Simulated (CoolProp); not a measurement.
Vapour-liquid equilibrium of R125 (1) + cyclopropane (2) at 297.3 K; x and y are mole fractions of (1).

Model: multi-fluid Helmholtz-energy mixture model, Lemmon 2005 and Polt 1992; pair parameters Bell 2016, in CoolProp. This equation is an older, rougher fit; its heat capacities, sound speeds and derivatives of the liquid may be far off and weren't checked against measurements.

### Question
Give the bubble pressure and the first vapour's composition at x = 0.05, 0.45, 0.55. Is there an azeotrope?

### Answer
x = 0.05: 0.8478 MPa, y = 0.182; x = 0.45: 1.309 MPa, y = 0.586; x = 0.55: 1.352 MPa, y = 0.638. y crosses x between x = 0.75 and 0.85: the model has an azeotrope there.

The pair parameters rest on a limited set of measurements; away from them the model extrapolates.
